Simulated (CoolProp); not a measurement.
Vapour-liquid equilibrium of acetone (1) + n-hexane (2) at 350.3 K; x and y are mole fractions of (1).

Values from CoolProp's multi-fluid Helmholtz-energy mixture model, Lemmon 2006 and Thol 2019; pair parameters Bell 2016.

```
x      bubble pressure, mixture model (MPa)  bubble pressure, Raoult's law (MPa)  y, mixture model  y, Raoult's law
-----  ------------------------------------  -----------------------------------  ----------------  ---------------
0.05                                 0.1583                               0.1344             0.200            0.074
0.125                                0.1869                               0.1395             0.357            0.178
0.2                                  0.2053                               0.1445             0.443            0.274
0.275                                0.2172                               0.1495             0.498            0.364
0.35                                 0.2250                               0.1546             0.537            0.449
0.425                                0.2301                               0.1596             0.567            0.528
0.5                                  0.2335                               0.1646             0.594            0.602
0.575                                0.2354                               0.1697             0.621            0.672
0.65                                 0.2361                               0.1747             0.650            0.737
0.725                                0.2352                               0.1797             0.684            0.799
0.8                                  0.2320                               0.1848             0.730            0.858
0.875                                0.2250                               0.1898             0.795            0.914
0.95                                 0.2120                               0.1948             0.896            0.966
```

The largest gap from Raoult's law is +45.5 % in bubble pressure, at x = 0.35. y crosses x between x = 0.575 and 0.65: the model has an azeotrope there.

Pair parameters are fitted to limited data, so mixtures are less certain than the pure fluids.
